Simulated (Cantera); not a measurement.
Adiabatic ignition

An adiabatic, constant-pressure homogeneous reactor starts with 4.86 % CH4, 1.08 % C2H6, 1.31 % C3H8, 16.2 % O2, 63.3 % N2, 13.2 % CO2, at 1250 K and 101000 Pa.

Computed with Cantera and GRI-Mech 3.0 (53 species, 325 reactions).

```json
[
 {"t (s)": "1.00e-6", "T (K)": "1250", "x CH4": "0.0486", "x C2H6": "0.0108", "x C3H8": "0.0131", "x O2": "0.162", "x CH3": "3.51e-7"},
 {"t (s)": "2.43e-6", "T (K)": "1250", "x CH4": "0.0486", "x C2H6": "0.0108", "x C3H8": "0.0131", "x O2": "0.162", "x CH3": "8.83e-7"},
 {"t (s)": "5.89e-6", "T (K)": "1250", "x CH4": "0.0486", "x C2H6": "0.0108", "x C3H8": "0.0131", "x O2": "0.162", "x CH3": "2.29e-6"},
 {"t (s)": "1.43e-5", "T (K)": "1250", "x CH4": "0.0486", "x C2H6": "0.0108", "x C3H8": "0.0131", "x O2": "0.162", "x CH3": "5.91e-6"},
 {"t (s)": "3.47e-5", "T (K)": "1250", "x CH4": "0.0486", "x C2H6": "0.0108", "x C3H8": "0.0131", "x O2": "0.162", "x CH3": "1.47e-5"},
 {"t (s)": "8.43e-5", "T (K)": "1250", "x CH4": "0.0486", "x C2H6": "0.0108", "x C3H8": "0.0131", "x O2": "0.162", "x CH3": "3.56e-5"},
 {"t (s)": "0.000205", "T (K)": "1250", "x CH4": "0.0486", "x C2H6": "0.0107", "x C3H8": "0.0129", "x O2": "0.162", "x CH3": "7.93e-5"},
 {"t (s)": "0.000497", "T (K)": "1251", "x CH4": "0.0483", "x C2H6": "0.0105", "x C3H8": "0.0124", "x O2": "0.161", "x CH3": "0.000109"},
 {"t (s)": "0.00121", "T (K)": "1260", "x CH4": "0.0471", "x C2H6": "0.00944", "x C3H8": "0.0105", "x O2": "0.158", "x CH3": "0.000152"},
 {"t (s)": "0.00293", "T (K)": "2436", "x CH4": "<1e-12", "x C2H6": "<1e-12", "x C3H8": "<1e-12", "x O2": "0.00624", "x CH3": "<1e-12"},
 {"t (s)": "0.00711", "T (K)": "2471", "x CH4": "<1e-12", "x C2H6": "<1e-12", "x C3H8": "<1e-12", "x O2": "0.00446", "x CH3": "<1e-12"},
 {"t (s)": "0.0173", "T (K)": "2468", "x CH4": "<1e-12", "x C2H6": "<1e-12", "x C3H8": "<1e-12", "x O2": "0.00424", "x CH3": "<1e-12"},
 {"t (s)": "0.0419", "T (K)": "2464", "x CH4": "<1e-12", "x C2H6": "<1e-12", "x C3H8": "<1e-12", "x O2": "0.00406", "x CH3": "<1e-12"},
 {"t (s)": "0.102", "T (K)": "2464", "x CH4": "<1e-12", "x C2H6": "<1e-12", "x C3H8": "<1e-12", "x O2": "0.00402", "x CH3": "<1e-12"},
 {"t (s)": "0.247", "T (K)": "2464", "x CH4": "<1e-12", "x C2H6": "<1e-12", "x C3H8": "<1e-12", "x O2": "0.00402", "x CH3": "<1e-12"},
 {"t (s)": "0.600", "T (K)": "2464", "x CH4": "<1e-12", "x C2H6": "<1e-12", "x C3H8": "<1e-12", "x O2": "0.00402", "x CH3": "<1e-12"}
]
```
x: mole fraction; the columns are a selection and need not sum to one.

The time of steepest temperature rise is 1.95 ms and the temperature at 0.600 s is 2464 K. The equilibrium temperature is 2464 K, the x(CH4) at 0.600 s comes out as <1e-12 (gas-phase equilibrium <1e-12) and the x(C2H6) at 0.600 s is <1e-12 (gas-phase equilibrium <1e-12). The x(C3H8) at 0.600 s is <1e-12 (gas-phase equilibrium <1e-12).
